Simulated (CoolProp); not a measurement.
Properties of cis-2-butene along the isotherm 426.2 K (Tc = 435.8 K, pc = 42.36 bar, ω = 0.202).

Computed with CoolProp (reference Helmholtz-energy equation of state, Lemmon 2005). It is a short technical equation, of lower accuracy than the large ones.

```csv
p (bar),phase,density (kg/m³),cp (kJ/(kg K)),cv (kJ/(kg K)),speed of sound (m/s),Joule-Thomson coefficient (K/MPa),fugacity coefficient
1.77,gas,2.847,1.951,1.792,258.1,9.574,0.9844
3.53,gas,[?],1.970,1.799,254.5,9.763,0.9690
5.3,gas,8.819,1.991,1.806,[?],9.966,0.9535
7.06,gas,11.96,2.014,1.814,247.1,10.18,0.9382
8.83,gas,15.24,2.039,1.822,243.2,10.41,0.9228
10.6,gas,18.67,2.066,1.830,239.1,10.66,0.9075
12.4,gas,22.30,2.097,1.838,234.8,10.93,0.8920
14.1,gas,25.90,2.130,1.847,230.6,11.20,0.8774
15.9,gas,[?],2.170,1.857,226.0,11.52,0.8619
17.7,gas,34.15,2.216,1.867,221.2,[?],0.8465
19.4,gas,38.40,2.266,1.878,216.4,12.21,[?]
21.2,gas,43.20,2.328,1.890,211.1,12.63,0.8164
```

Problem. Complete the blanks.

Solution. 
- 3.53, density (kg/m³): 5.773
- 5.3, speed of sound (m/s): 250.9
- 15.9, density (kg/m³): 29.91
- 17.7, Joule-Thomson coefficient (K/MPa): 11.86
- 19.4, fugacity coefficient: 0.8319
